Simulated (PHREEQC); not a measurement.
A solution holds 0.063 mol H2SO4, 9.2e-05 mol FeSO4 and 4.9e-05 mol Na2SO4 per kg of water, at 44 °C. Closed to the air; pH follows from the charge balance.

The numbers come from PHREEQC with the ion-association model, phreeqc.dat.

### Question
The ionic strength comes out as 0.0860 mol/kgw. What activity coefficients do Na+, Fe+2, H+, HSO4-, SO4-2 get?

### Answer
Na+ 0.79, Fe+2 0.41, H+ 0.83, HSO4- 0.78, SO4-2 0.38.

This is a speciation only: nothing precipitates in the calculation. At this temperature some constants are extrapolated from 25 °C, and those without enthalpy data are left unchanged.
